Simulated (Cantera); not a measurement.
Charge: 1 mol HMDSO, 18 mol O₂, 1.3 mol H₂, equilibrated at 13300 Pa.

These are equilibrium values from Cantera (NASA tables, ideal gas, pure condensed phases), not measurements of a reactor. Candidate condensed phases: C, C₆H₆, C₇H₈, C₈H₁₈, H₂O, Si, SiC, SiO₂; 123 gas species. The feed counts by its element totals alone. The tables hold silica as quartz up to 1696 K and as liquid above; real silica turns to tridymite and cristobalite and melts near 1996 K. Gases not in the tables: Si(OH)₄. Rates play no part.

log p: log10 of the partial pressure in bar; n: condensed amount in mol.

```
T (°C)  log p H₂O  log p CO₂  log p O₂  log p OH  log p CO  n SiO₂(α-quartz)  n SiO₂(β-quartz)  n SiO₂(condensed)
------  ---------  ---------  --------  --------  --------  ----------------  ----------------  -----------------
350         -1.20      -1.43     -1.48    -12.36      <-12              2.00                 0                  0
450         -1.20      -1.43     -1.48    -10.49      <-12              2.00                 0                  0
550         -1.20      -1.43     -1.48     -9.06      <-12              2.00                 0                  0
650         -1.20      -1.43     -1.48     -7.95         …                 0              2.00                  0
750         -1.20      -1.43     -1.48     -7.05         …                 0              2.00                  0
850         -1.20      -1.43     -1.48     -6.31         …                 0              2.00                  0
950         -1.20      -1.43     -1.48     -5.69         …                 0              2.00                  0
1050        -1.20      -1.43     -1.48     -5.17         …                 0              2.00                  0
1150        -1.20      -1.43     -1.48     -4.71         …                 0              2.00                  0
1250        -1.20      -1.43     -1.48     -4.32         …                 0              2.00                  0
1350        -1.20      -1.43     -1.48     -3.98         …                 0              2.00                  0
1450        -1.20      -1.43     -1.48     -3.67         …                 0                 0               2.00
```

**Question.** Fill in the missing entries.

**Answer.** 
- 650, log p CO: -12.14
- 750, log p CO: -10.57
- 850, log p CO: -9.29
- 950, log p CO: -8.22
- 1050, log p CO: -7.31
- 1150, log p CO: -6.53
- 1250, log p CO: -5.85
- 1350, log p CO: -5.26
- 1450, log p CO: -4.74
